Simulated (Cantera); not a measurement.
Chemical vapour transport: Fe + H2O

Charge: 1 mol Fe, 0.23 mol H2O, at 0.0770 bar.

Method: chemical equilibrium by Gibbs-energy minimisation in Cantera with the NASA 1993 tables (ideal gas, pure condensed phases). Candidate condensed phases: Fe, FeO, Fe(OH)2, Fe(OH)3, Fe2O3, Fe3O4, H2O; 12 gas species. Mutual solubility and eutectic melting of coexisting phases are not modelled. The tables' stoichiometric FeO is somewhat more stable than real wüstite, so its field is too wide. FeO: taken at fixed stoichiometry. Rates play no part.

```
T (K)  log p H2  log p H2O  log p H  log p Fe(OH)2  log p Fe  n Fe(α)  n FeO(s)  n Fe(γ)
-----  --------  ---------  -------  -------------  --------  -------  --------  -------
975       -1.18      -1.96    -9.53         -10.15      <-13    0.803     0.197        0
1025      -1.19      -1.91    -8.96          -9.63      <-13    0.807     0.193        0
1075      -1.20      -1.87    -8.43          -9.16    -12.35    0.810     0.190        0
1125      -1.21      -1.83    -7.96          -8.73    -11.47    0.814     0.186        0
1175      -1.22      -1.79    -7.52          -8.34    -10.68    0.818     0.182        0
1225      -1.22      -1.76    -7.12          -7.98     -9.95        0     0.178    0.822
1275      -1.23      -1.73    -6.75          -7.65     -9.28        0     0.175    0.825
1325      -1.24      -1.71    -6.41          -7.34     -8.66        0     0.172    0.828
1375      -1.25      -1.69    -6.09          -7.06     -8.09        0     0.169    0.831
1425      -1.26      -1.67    -5.79          -6.81     -7.55        0     0.166    0.834
1475      -1.26      -1.65    -5.52          -6.57     -7.06        0     0.163    0.837
1525      -1.27      -1.64    -5.26          -6.34     -6.60        0     0.161    0.839
1575      -1.27      -1.62    -5.02          -6.13     -6.17        0     0.159    0.841
```
log p: log10 of the partial pressure in bar; n: condensed amount in mol.

From 975 K to 1175 K the condensed part is Fe(α) + FeO(s). From 1225 K to 1575 K the condensed part is Fe(γ) + FeO(s).
